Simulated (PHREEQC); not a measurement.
Consider water at 37 °C with 0.12 mol/kgw FeSO4, 0.00011 mol/kgw CuCl2 and 6.7e-05 mol/kgw CdSO4. Closed to the air; pH follows from the charge balance.

Model: ion-association model, wateq4f.dat, run in PHREEQC.

No solid was allowed to form.

**Question.** What pH, ionic strength does the model give?

**Answer.** pH 5.69; ionic strength 0.239 mol/kgw.

**Question.** In which forms is Cl present?

**Answer.** Cl- 98 %, FeCl+ 2.3 % of the Cl.

Species that the database lacks are ignored. Away from 25 °C the constants follow the database's enthalpies or fits; those with neither stay at their 25 °C values.
